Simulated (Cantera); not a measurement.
An isothermal, constant-pressure homogeneous reactor starts with C₂H₆ : N₂ = 1 : 190 (molar parts), at 1950 K and 0.286 atm.

Detailed kinetics in Cantera: GRI-Mech 3.0 (53 species, 325 reactions). GRI-Mech 3.0 stops at C3 and has no aromatics, soot or wall deposition, so with more carbon than oxygen in the feed, carbon stays in small species such as C2H2 where larger ones or solid carbon would form.

Q: Predict: x(CH₃) at 4.00 s; x(C₂H₄) at 4.00 s; x(CH₂) at 4.00 s; x(HCN) at 4.00 s.

A: 
* **x(CH₃) at 4.00 s**: 3.95e-8 (gas-phase equilibrium 3.91e-8)
* **x(C₂H₄) at 4.00 s**: 1.34e-7 (gas-phase equilibrium 5.93e-9)
* **x(CH₂) at 4.00 s**: 1.05e-9 (gas-phase equilibrium 1.04e-9)
* **x(HCN) at 4.00 s**: 0.000230 (gas-phase equilibrium 0.00991)
